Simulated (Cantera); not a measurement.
An adiabatic, constant-volume homogeneous reactor starts with 6.22 % CH₄, 0.871 % C₂H₆, 0.622 % C₃H₈, 19.2 % O₂, 72.2 % N₂, 0.933 % CO₂, equivalence ratio 0.97, at 1575 K and 413 Torr.

Detailed kinetics in Cantera: GRI-Mech 3.0 (53 species, 325 reactions).

Question: Predict: time of steepest temperature rise; temperature at 4.00 s; equilibrium temperature; x(O₂) at 4.00 s; x(H₂O₂) at 4.00 s; x(H) at 4.00 s.

Answer: 
| Quantity | Value |
|---|---|
| time of steepest temperature rise | 0.111 ms |
| temperature at 4.00 s | 2848 K |
| equilibrium temperature | 2848 K |
| x(O₂) at 4.00 s | 0.0267 (gas-phase equilibrium 0.0267) |
| x(H₂O₂) at 4.00 s | 2.88e-7 (gas-phase equilibrium 2.88e-7) |
| x(H) at 4.00 s | 0.0132 (gas-phase equilibrium 0.0132) |
